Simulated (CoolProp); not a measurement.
Vapour-liquid equilibrium of propylene (1) + 1-butene (2) at 1.11 bar; x and y are mole fractions of (1).

The numbers come from the multi-fluid Helmholtz-energy mixture model, Lemmon 2013 and Lemmon 2005; pair parameters Bell 2016 in CoolProp.

```
x      bubble temperature (K)  y at the bubble point  dew temperature at overall composition x (K)  liquid density (mol/L)
-----  ----------------------  ---------------------  --------------------------------------------  ----------------------
0.05                    264.9                  0.190                                         268.1                   11.29
0.125                   259.3                  0.401                                         266.4                   11.55
0.2                     254.4                  0.551                                         264.7                   11.81
0.275                   250.3                  0.659                                         262.8                   12.06
0.35                    246.7                  0.740                                         260.7                   12.31
0.425                   243.5                  0.801                                         258.6                   12.55
0.5                     240.7                  0.848                                         256.2                   12.79
0.575                   238.1                  0.886                                         253.6                   13.03
0.65                    235.9                  0.916                                         250.7                   13.28
0.725                   233.8                  0.940                                         247.4                   13.52
0.8                     231.9                  0.961                                         243.5                   13.77
0.875                   230.2                  0.977                                         238.9                   14.02
0.95                    228.6                  0.992                                         232.9                   14.27
```

No azeotrope shows between x = 0.05 and 0.95.

Pair parameters are fitted to limited data, so mixtures are less certain than the pure fluids.
